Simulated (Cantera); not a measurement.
Charge: 1 mol c-C4F8, a varied amount of H2, at 2800 K and 850 Pa.

Method: chemical equilibrium by Gibbs-energy minimisation in Cantera with the NASA 1993 tables (ideal gas, pure condensed phases). Candidate condensed phases: C, C6H6, C7H8, C8H18; 95 gas species. The feed counts by its element totals alone. Rates play no part.

Question: What share of the C ends up in condensed phases as a function of n(H2) (mol), at 0.25, 0.98, 1.7, 2.4, 3.2, 3.9, 4.6, 5.3?

Answer: 
```
n(H2) (mol)  C condensed (%)           as
-----------  ---------------  -----------
0.25                    70.4  C(graphite)
0.98                    77.5  C(graphite)
1.7                     83.6  C(graphite)
2.4                     88.8  C(graphite)
3.2                     93.5  C(graphite)
3.9                     96.0  C(graphite)
4.6                     96.1  C(graphite)
5.3                     95.3  C(graphite)
```
